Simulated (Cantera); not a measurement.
What does this Cantera script print?

```python
import numpy as np
import cantera as ct

gas = ct.Solution("gri30.yaml")
gas.TPX = 575, 101325, {'CH4': 1, 'H2': 0.039, 'O2': 3.67, 'N2': 13.8}
inlet = ct.Reservoir(gas, clone=True)
gas.equilibrate("HP")  # start burning
reactor = ct.IdealGasConstPressureReactor(gas, energy="on", clone=False)
exhaust = ct.Reservoir(gas, clone=True)
tau = [0.47, 0.14, 0.042, 0.013, 0.0037, 0.0011, 0.00033, 0.0001, 3e-05][0]
for a, b in ((inlet, reactor), (reactor, exhaust)):
    ct.MassFlowController(a, b, mdot=lambda t: reactor.mass / tau)
net = ct.ReactorNet([reactor])
show = ['CH4', 'H2', 'O2', 'OH', 'HCN', 'O']

rows = []
print(f"{'tau/s':>10s}{'T/K':>9s}" + "".join(f"{s:>11s}" for s in show))
for tau in [0.47, 0.14, 0.042, 0.013, 0.0037, 0.0011, 0.00033, 0.0001, 3e-05]:
    net.initial_time = 0.0
    net.advance(30 * tau)
    before = gas.X
    net.advance(40 * tau)
    drift = np.max(np.abs(gas.X - before) / (gas.X + 1e-9))
    rows.append([gas.T, *gas[show].X, drift])
    print(f"{tau:10.3e}{gas.T:9.1f}" + "".join(f"{x:11.3e}" for x in gas[show].X))
```

Output:

```
     tau/s      T/K        CH4         H2         O2         OH        HCN          O
 4.700e-01   1793.6  3.295e-06  3.927e-05  8.908e-02  7.830e-04  3.417e-09  6.722e-05
 1.400e-01   1790.8  7.726e-06  7.408e-05  8.906e-02  1.054e-03  4.028e-09  1.237e-04
 4.200e-02   1785.1  1.688e-05  1.542e-04  8.907e-02  1.489e-03  5.262e-09  2.534e-04
 1.300e-02   1774.2  3.552e-05  3.214e-04  8.917e-02  2.091e-03  7.593e-09  5.208e-04
 3.700e-03   1751.3  8.012e-05  6.878e-04  8.959e-02  2.906e-03  1.349e-08  1.089e-03
 1.100e-03   1708.5  1.889e-04  1.344e-03  9.086e-02  3.681e-03  2.753e-08  2.007e-03
 3.300e-04   1629.4  5.502e-04  2.408e-03  9.470e-02  3.917e-03  5.900e-08  2.887e-03
 1.000e-04    575.0  5.403e-02  2.107e-03  1.983e-01  4.636e-24  9.585e-21  1.566e-23
 3.000e-05    575.0  5.403e-02  2.107e-03  1.983e-01  1.554e-24  9.905e-23  6.360e-24
```

Model: GRI-Mech 3.0 (53 species, 325 reactions), integrated in Cantera.
